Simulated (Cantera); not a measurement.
**Equilibrium for aluminium and copper etching: Cu + F₂ + H₂**

Charge: 1 mol Cu, 1.2 mol F₂, 19 mol H₂, equilibrated at 13300 Pa.

Equilibrium computed with Cantera from the NASA thermochemical tables; the gas is ideal and each condensed phase is pure. Candidate condensed phases: Cu, CuF₂; 15 gas species. The numbers say what is thermodynamically allowed, not how fast it happens.

```csv
T (K),x H₂,x HF,x Cu,x H,x H₂F₂,n Cu(s),n Cu(l)
400,0.881,0.119,<1e-12,<1e-12,1.49e-5,1.00,0
500,0.881,0.119,<1e-12,<1e-12,2.60e-6,1.00,0
600,0.881,0.119,<1e-12,<1e-12,7.95e-7,1.00,0
700,0.881,0.119,<1e-12,<1e-12,3.39e-7,1.00,0
800,0.881,0.119,<1e-12,7.45e-12,1.79e-7,1.00,0
900,0.881,0.119,1.35e-12,3.01e-10,1.09e-7,1.00,0
1000,0.881,0.119,1.17e-10,5.83e-9,7.41e-8,1.00,0
1100,0.881,0.119,4.47e-9,6.65e-8,5.41e-8,1.00,0
1200,0.881,0.119,9.21e-8,5.07e-7,4.18e-8,1.000,0
1300,0.881,0.119,1.18e-6,2.84e-6,3.37e-8,1.000,0
1400,0.881,0.119,1.01e-5,1.25e-5,2.81e-8,0,1.000
1500,0.881,0.119,6.17e-5,4.53e-5,2.42e-8,0,0.999
```
x: gas mole fraction; n: condensed amount in mol.

From 400 K to 1300 K the condensed part is Cu(s). From 1400 K to 1500 K the condensed part is Cu(l).
